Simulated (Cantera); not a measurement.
## Thermodynamics of metals in furnace atmospheres, feed Cu + H₂O + N₂

Input: 1 mol Cu, 0.029 mol H₂O, 23 mol N₂, equilibrated at 0.000710 bar.

Equilibrium computed with Cantera from the NASA thermochemical tables; the gas is ideal and each condensed phase is pure. Candidate condensed phases: Cu, CuO, Cu(OH)₂, Cu₂O, H₂O; 27 gas species. Kinetics and transport are ignored.

From 698 K to 1298 K the condensed part is Cu(s). From 1398 K to 1498 K the condensed part is Cu(l). From 1598 K to 1698 K nothing is condensed.

```tsv
T (K)	x N₂	x Cu	x H₂O	x H₂	n Cu(s)	n Cu(l)
698	0.999	<1e-12	0.00126	1.86e-10	1.00	0
798	0.999	<1e-12	0.00126	9.78e-10	1.00	0
898	0.999	2.30e-10	0.00126	3.72e-9	1.00	0
998	0.999	2.03e-8	0.00126	3.45e-8	1.00	0
1098	0.999	7.85e-7	0.00126	2.15e-7	1.000	0
1198	0.999	1.64e-5	0.00126	9.88e-7	1.000	0
1298	0.999	0.000212	0.00126	3.60e-6	0.995	0
1398	0.997	0.00183	0.00125	1.09e-5	0	0.958
1498	0.988	0.0112	0.00121	2.79e-5	0	0.739
1598	0.957	0.0416	0.00113	6.16e-5	0	0
1698	0.957	0.0416	0.00104	0.000121	0	0
```
x: gas mole fraction; n: condensed amount in mol.
